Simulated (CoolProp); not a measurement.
R410A along the isotherm 205 K: Z from the reference equation and from simpler models built on Tc = 344.5 K, pc = 4901 kPa, ω = 0.296; each cubic takes its own stable root.

Computed with CoolProp (reference Helmholtz-energy equation of state, Lemmon 2003). It is a pseudo-pure fit of the blend.

| p (kPa) | phase | reference | van der Waals | Redlich-Kwong | Soave-Redlich-Kwong | Peng-Robinson |
|---|---|---|---|---|---|---|
| 7.75 | gas | 0.9955 | 0.9984 | 0.9978 | 0.9974 | 0.9973 |
| 15.9 | gas | 0.9907 | 0.9968 | 0.9954 | 0.9947 | 0.9945 |
| 67.1 | liquid | 0.002039 | ? | 0.9802 | 0.002437 | ? |
| 138 | liquid | 0.004194 | 0.9716 | 0.005194 | 0.005012 | ? |
| 283 | liquid | 0.008599 | 0.9399 | 0.01065 | 0.01028 | 0.009110 |
| 581 | liquid | 0.01765 | 0.03218 | 0.02184 | 0.02109 | ? |
| 1190 | liquid | 0.03611 | 0.06571 | ? | 0.04315 | 0.03826 |
| 2450 | liquid | 0.07422 | ? | 0.09169 | 0.08865 | 0.07863 |

Question: Complete the blanks.

Answer: 
- 67.1, van der Waals: 0.9864
- 67.1, Peng-Robinson: 0.002161
- 138, Peng-Robinson: 0.004443
- 581, Peng-Robinson: 0.01869
- 1190, Redlich-Kwong: 0.04467
- 2450, van der Waals: 0.1345

At some of these states van der Waals, Redlich-Kwong gives the other phase, because its saturation line lies elsewhere.
